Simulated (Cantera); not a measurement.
A perfectly stirred reactor is fed with 14.3 % CH4, 17.9 % O2, 67.2 % N2, 0.700 % H2, equivalence ratio 1.6, at 5.00 bar; it is adiabatic with a 450 K inlet, and is followed from long to short residence time, starting on the burning branch (τ in s: 0.32, 0.11, 0.036, 0.012, 0.0041, 0.0014, 0.00046, 0.00016, 5.2e-05).

Model: GRI-Mech 3.0 (53 species, 325 reactions), integrated in Cantera.

Question: Predict: blow-out, bracketed by the residence times tried; x(CH4) at τ = 0.320 s; x(O2) at τ = 0.320 s; x(CO2) at τ = 0.320 s; x(CO) at τ = 0.320 s; x(CH2O) at τ = 0.320 s; x(CH4) at τ = 4.10 ms; x(O2) at τ = 4.10 ms; x(CO2) at τ = 4.10 ms; x(CO) at τ = 4.10 ms; x(CH2O) at τ = 4.10 ms.

Answer: 
```json
{
  "blow_out_bracketed_by_the_residence_times_tried": "burning at 0.460 ms, out at 0.160 ms",
  "x(CH4) at τ = 0.320 s": "0.00150",
  "x(O2) at τ = 0.320 s": "4.55e-5",
  "x(CO2) at τ = 0.320 s": "0.0345",
  "x(CO) at τ = 0.320 s": "0.0927",
  "x(CH2O) at τ = 0.320 s": "1.08e-6",
  "x(CH4) at τ = 4.10 ms": "0.00862",
  "x(O2) at τ = 4.10 ms": "0.00215",
  "x(CO2) at τ = 4.10 ms": "0.0376",
  "x(CO) at τ = 4.10 ms": "0.0748",
  "x(CH2O) at τ = 4.10 ms": "2.50e-5"
}
```
